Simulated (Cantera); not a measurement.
Cantera run:

```python
import numpy as np
import cantera as ct

gas_names = """
    H H2 N NH NH2 NH3 N2 N2H2 N2H4 Si SiH SiH2 SiH3 SiH4 SiN Si2 Si2N Si3
""".split()
cond_names = """
    Si(cr) Si(L) Si3N4(a)
""".split()


def load(file, names, dense=False):
    # The tables refer to 1 bar. Condensed volumes are neglected.
    table = {s.name: s for s in ct.Species.list_from_file(file)}
    out = []
    for n in names:
        d = dict(table[n].input_data)
        d["thermo"] = dict(d["thermo"], **{"reference-pressure": 1e5})
        if dense:
            d["equation-of-state"] = {"model": "constant-volume", "density": "1e6 g/cm^3"}
        out.append(ct.Species.from_dict(d))
    return out


gas = ct.Solution(thermo="ideal-gas", species=load("nasa_gas.yaml", gas_names))
cond = {s.name: ct.Solution(thermo="fixed-stoichiometry", species=[s], name=s.name)
        for s in load("nasa_condensed.yaml", cond_names, dense=True)}
atoms = {
    'SiH4': {'Si': 1, 'H': 4},
    'N2': {'N': 2},
}
top_T = {'Si3N4(a)': 2400}  # K; cautious upper limits of use, not melting points


def equilibrate(T, P, feed):
    n = {}
    for name, mol in feed.items():
        for a, k in atoms[name].items():
            n[a] = n.get(a, 0.0) + k * mol
    gas.TPX = T, P, n
    mass = sum(n.values()) * gas.mean_molecular_weight
    gas.equilibrate("TP")
    valid = [c for c in cond.values() if c.min_temp <= T <= top_T.get(c.name, c.max_temp)]
    mix = ct.Mixture([(gas, mass / gas.mean_molecular_weight)] + [(c, 0.0) for c in valid])
    mix.T, mix.P = T, P
    mix.equilibrate("TP", solver="vcs", rtol=1e-11, max_steps=5000)
    return mix


results = []
feed = {'SiH4': 1, 'N2': 40}  # mol
T = 825  # K
P = 1200  # Pa
mix = equilibrate(T, P, feed)
results.append((T, P, feed, dict(zip(mix.species_names, mix.species_moles))))
print(gas.report(threshold=1e-05))
for i in range(1, mix.n_phases):
    print(f"{mix.phase(i).name:16s} {mix.phase_moles(i):12.5e} mol")
```

Result:

```
       temperature   825 K
          pressure   1200 Pa
           density   0.0046807 kg/m^3
  mean mol. weight   26.756 kg/kmol
   phase of matter   gas

                          1 kg             1 kmol
                     ---------------   ---------------
          enthalpy        5.9103e+05        1.5814e+07  J
   internal energy        3.3466e+05        8.9541e+06  J
           entropy            9620.1         2.574e+05  J/K
    Gibbs function       -7.3455e+06       -1.9654e+08  J
 heat capacity c_p            1177.9             31515  J/K
 heat capacity c_v            867.11             23201  J/K

                      mass frac. Y      mole frac. X     chem. pot. / RT
                     ---------------   ---------------   ---------------
                H2         0.0036458          0.048387           -24.501
                N2           0.99635           0.95161           -28.863
     [  +16 minor]        1.8558e-07        2.9157e-07

Si(cr)            0.00000e+00 mol
Si3N4(a)          3.33333e-01 mol
```

Method: chemical equilibrium by Gibbs-energy minimisation in Cantera with the NASA 1993 tables (ideal gas, pure condensed phases). N2 is the only nitrogen source here; it is nearly inert below about 1500 K, so the nitride shown seldom forms there in practice.
